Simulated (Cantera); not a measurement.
Cantera with NASA thermochemical tables; ideal gases at 1 bar, condensed phases pure. Values are per mole of reaction as written; species without (g) are pure solids or liquids, kept so even where they would boil at 1 bar.

Question: Between 725 and 1025 K, where is each reaction favourable under standard conditions?
- Cl₂(g) + 2 Li = 2 LiCl(g)

Answer: 
- Cl₂(g) + 2 Li = 2 LiCl(g): ΔG° is -488 kJ at 725 K and -520 kJ at 1025 K; it stays negative (K > 1). ΔH° is -413 kJ and ΔS° 105 J/K at 1025 K.
